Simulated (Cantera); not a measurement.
Feed: 1 mol Pb, 0.038 mol H2, 0.15 mol N2, equilibrated at 52.0 mbar.

These are equilibrium values from Cantera (NASA tables, ideal gas, pure condensed phases), not measurements of a reactor. Candidate condensed phases: Pb; 11 gas species. Kinetics and transport are ignored.

Which condensed phases are stable at each of these points (T (K)): 623, 698, 773, 848, 923, 998, 1073, 1148, 1223, 1298, 1373, 1448, 1523, 1598?


```json
[
 {"T (K)": "623", "condensed phases": "Pb(l)", "Pb condensed (%)": "100.0"},
 {"T (K)": "698", "condensed phases": "Pb(l)", "Pb condensed (%)": "100.0"},
 {"T (K)": "773", "condensed phases": "Pb(l)", "Pb condensed (%)": "100.0"},
 {"T (K)": "848", "condensed phases": "Pb(l)", "Pb condensed (%)": "100.0"},
 {"T (K)": "923", "condensed phases": "Pb(l)", "Pb condensed (%)": "100.0"},
 {"T (K)": "998", "condensed phases": "Pb(l)", "Pb condensed (%)": "100.0"},
 {"T (K)": "1073", "condensed phases": "Pb(l)", "Pb condensed (%)": "100.0"},
 {"T (K)": "1148", "condensed phases": "Pb(l)", "Pb condensed (%)": "99.9"},
 {"T (K)": "1223", "condensed phases": "Pb(l)", "Pb condensed (%)": "99.7"},
 {"T (K)": "1298", "condensed phases": "Pb(l)", "Pb condensed (%)": "99.0"},
 {"T (K)": "1373", "condensed phases": "Pb(l)", "Pb condensed (%)": "97.4"},
 {"T (K)": "1448", "condensed phases": "Pb(l)", "Pb condensed (%)": "92.7"},
 {"T (K)": "1523", "condensed phases": "Pb(l)", "Pb condensed (%)": "73.2"},
 {"T (K)": "1598", "condensed phases": "gas only", "Pb condensed (%)": "0.0"}
]
```

From 623 K to 1523 K the condensed part is Pb(l). At 1598 K nothing is condensed.
